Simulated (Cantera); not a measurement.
# Halide evaporation, hydrolysis and transport: PbI2 + N2 + H2

Input: 1 mol PbI2, 3.1 mol N2, 5 mol H2, held at 1823 K and 3100 Pa.

Cantera equilibrium calculation (NASA polynomials, part measured and part estimated; ideal gas, pure solids and liquids). Candidate condensed phases: I2, Pb, PbI2; 17 gas species. The numbers say what is thermodynamically allowed, not how fast it happens.

```json
{
  "x(H2)": "0.449",
  "x(N2)": "0.284",
  "x(I)": "0.155",
  "x(Pb)": "0.0818",
  "x(HI)": "0.0181",
  "x(PbI)": "0.00956",
  "x(H)": "0.00165",
  "x(PbI2)": "0.000386",
  "x(I2)": "5.38e-5",
  "gas_amount": "10.90 mol",
  "log10 activity of Pb(l) (absent)": "-2.09",
  "log10 activity of I2(l) (absent)": "-7.99"
}
```
